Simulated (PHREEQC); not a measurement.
Consider water at 27 °C with 0.015 mol/kgw Fe2(SO4)3 and 0.0076 mol/kgw CO2. It is in equilibrium with CO2 at log p = -1 (atm). Otherwise closed; pH follows from the charge balance.

Equilibrium calculation in PHREEQC: ion-association model, phreeqc.dat.

Question: The ionic strength comes out as 0.0599 mol/kgw. What activity coefficients do Fe(OH)2+, Fe2(OH)2+4, FeHSO4+2, H+, Fe+3 get?

Answer: Fe(OH)2+ 0.82, Fe2(OH)2+4 0.034, FeHSO4+2 0.43, H+ 0.85, Fe+3 0.22.

No solid was allowed to form. Saturation is exceeded, for instance for Hematite (slow to form), Goethite (slow to form); the values hold only as long as no solid forms. Species that the database lacks are ignored.
